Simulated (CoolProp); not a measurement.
Aqueous methanol as a coolant, at 21 °C, 1 atm.

The numbers come from the Melinder's fits for secondary coolants in CoolProp.

| mass % | freezing point (°C) | Prandtl number | conductivity (W/(m K)) | viscosity (mPa s) | cp (kJ/(kg K)) |
|---|---|---|---|---|---|
| 1.2 | -0.7 | 7.12 | 0.592 | 1.01 | 4.179 |
| 6.5 | -4.0 | 8.75 | 0.560 | 1.17 | 4.206 |
| 11.8 | -7.9 | 10.5 | 0.530 | 1.33 | 4.185 |
| 17.1 | -12.4 | 12.2 | 0.500 | 1.48 | 4.140 |
| 22.4 | -17.4 | 13.9 | 0.472 | 1.61 | 4.085 |
| 27.7 | -23.0 | 15.4 | 0.444 | 1.70 | 4.021 |
| 33 | -29.3 | 16.6 | 0.418 | 1.76 | 3.947 |
| 38.3 | -36.3 | 17.5 | 0.394 | 1.79 | 3.859 |
| 43.6 | -44.1 | 17.9 | 0.371 | 1.77 | 3.755 |
| 48.9 | -52.6 | 17.9 | 0.350 | 1.73 | 3.634 |
